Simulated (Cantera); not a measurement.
Mixture: 12.6 % CH₄, 1.38 % C₂H₆, 16.6 % O₂, 62.6 % N₂, 5.66 % CO₂, 1.13 % H₂O, equivalence ratio 1.8, at 500000 Pa, adiabatic and at constant pressure. Ignition delay is the time to a rise of 400 K.

Computed with Cantera and GRI-Mech 3.0 (53 species, 325 reactions).

Q: Predict: delay at 1050 K; delay at 1200 K; delay at 1350 K; delay at 1500 K; delay at 1650 K; apparent activation energy between 1575 and 1725 K.

A: 
```json
{
  "delay at 1050 K": "12.7 ms",
  "delay at 1200 K": "1.86 ms",
  "delay at 1350 K": "0.458 ms",
  "delay at 1500 K": "0.124 ms",
  "delay at 1650 K": "37.1 µs",
  "apparent activation energy between 1575 and 1725 K": "170 kJ/mol"
}
```
